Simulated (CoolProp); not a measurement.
Values from CoolProp's reference Helmholtz-energy equation of state, Thol 2016.

**Question.** For R1234ze(E), give the phase and the Z, viscosity (µPa s) at 304.5 K and 91.2 bar; 313.9 K and 16.9 bar.

**Answer.** 
- 304.5 K and 91.2 bar: liquid; Z 0.347, viscosity 206
- 313.9 K and 16.9 bar: liquid; Z 0.0662, viscosity 159

Viscosity comes from a separate model (Bell 2016), an estimate that may be off by 10 % or more.
